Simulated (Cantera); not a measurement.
Mixture: CH4 : H2 : O2 : N2 = 1 : 0.13 : 1.15 : 4.59 (molar parts), equivalence ratio 1.8, at 40000 Pa, adiabatic and at constant volume. Ignition delay is the time to a rise of 400 K.

Model: GRI-Mech 3.0 (53 species, 325 reactions), integrated in Cantera.

Problem. What does this change do: pressure from 40000 Pa to 100000 Pa?

Solution. 
```tsv
quantity	before	after
delay at 1225 K	27.2 ms	13.6 ms
delay at 1425 K	3.13 ms	1.64 ms
delay at 1625 K	0.621 ms	0.292 ms
delay at 1825 K	0.184 ms	79.7 µs
delay at 2025 K	69.9 µs	29.1 µs
apparent activation energy between 1825 and 2025 K	150 kJ/mol	150 kJ/mol
```
